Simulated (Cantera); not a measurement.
Input: 1 mol SiCl4, 510 mol H2, at 1198.15 K and 45.0 mbar.

Equilibrium computed with Cantera from the NASA thermochemical tables; the gas is ideal and each condensed phase is pure. Candidate condensed phases: Si; 19 gas species. Rates play no part.

Base state: H2 0.992, HCl 0.00748, SiCl2 0.000133 (mole fractions); condensed: Si(s).

Problem. What changes in the equilibrium state with this change: H2 from 510 to 11 mol?

Solution. 
| species | before | after |
|---|---|---|
| H2 | 0.992 | 0.848 |
| HCl | 0.00748 | 0.0770 |
| SiCl4 | 2.51e-6 | 0.0385 |
| SiHCl3 | 8.95e-6 | 0.0114 |
| SiCl2 | 0.000133 | 0.0165 |
| SiCl3 | 6.14e-6 | 0.00847 |
| SiH2Cl2 | 4.18e-6 | 0.000442 |
| Si(s), mol | 0.921 | 0.0717 |
The tables' values for SiCl3 are old estimates; treat these amounts as uncertain.
